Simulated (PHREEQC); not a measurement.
PHREEQC input (ion-association model, phreeqc.dat):

```
SOLUTION 0
  temp 40
  units mmol/kgw
  pH 7 charge
  Cl 10.37
  Li 8.8
  Mn(2) 0.78
SOLUTION 1-40
  temp 40
  units mmol/kgw
  pH 7 charge
  Cl 32.01
  Mn(2) 16
  Br 0.33
  K 0.33
END
EXCHANGE 1-40
  X 0.023
  -equilibrate 1
END
SELECTED_OUTPUT 1
  -reset false
  -pH true
  -pe true
  -ionic_strength true
  -water true
  -step true
  -totals Br Cl K Li Mn Mn(2) Mn(3)
  -molalities MnX2 LiX KX
  -saturation_indices Pyrochroite Sylvite
PRINT
  -reset false
TRANSPORT
  -cells 40
  -shifts 279
  -lengths 0.0125
  -time_step 3600
  -dispersivities 0.04
  -boundary_conditions flux flux
  -correct_disp true
  -punch_cells 40
  -punch_frequency 9
END
```

Selected output (columns that matter, 9 of 32 rows; pore volumes added in front):

```
pore volumes	pH	mu	Br	Cl	K	Li	Mn	m_MnX2	m_LiX	m_KX	si_Pyrochroite	si_Sylvite
0	5.065	0.046496	0.00033	0.03201	0.00033	0	0.016	0.011422	0	0.00015612	-7.2088	-6.139
0.9125	5.0576	0.030241	0.00017139	0.021609	0.00023555	0.0029708	0.0092819	0.011259	0.00033708	0.00014425	-7.4083	-6.4233
1.8125	5.0442	0.013215	1.3039e-05	0.011225	7.4934e-05	0.0069645	0.0020944	0.010651	0.0016047	9.3183e-05	-7.9996	-7.1544
2.7125	5.0421	0.011462	6.4898e-07	0.010413	3.1222e-05	0.0081551	0.0011084	0.01021	0.0025272	5.222e-05	-8.2683	-7.5598
3.6125	5.0418	0.011204	2.9773e-08	0.010372	1.4098e-05	0.0085887	0.00087959	0.010008	0.002958	2.6206e-05	-8.3677	-7.9056
4.2875	5.0417	0.011146	2.9121e-09	0.01037	7.6175e-06	0.0087123	0.00082016	0.0099439	0.0030975	1.4617e-05	-8.3978	-8.1727
5.1875	5.0417	0.011119	1.306e-10	0.01037	3.2126e-06	0.0087743	0.00079127	0.0099115	0.0031708	6.2658e-06	-8.4133	-8.5475
6.0875	5.0417	0.011111	5.8474e-12	0.01037	1.3004e-06	0.0087929	0.00078292	0.0099023	0.0031929	2.5486e-06	-8.4178	-8.9403
6.9875	5.0417	0.011109	2.6171e-13	0.01037	5.1203e-07	0.0087981	0.00078069	0.0099	0.0031991	1.0048e-06	-8.4191	-9.345
```

Constants without temperature data keep their 25 °C values here.
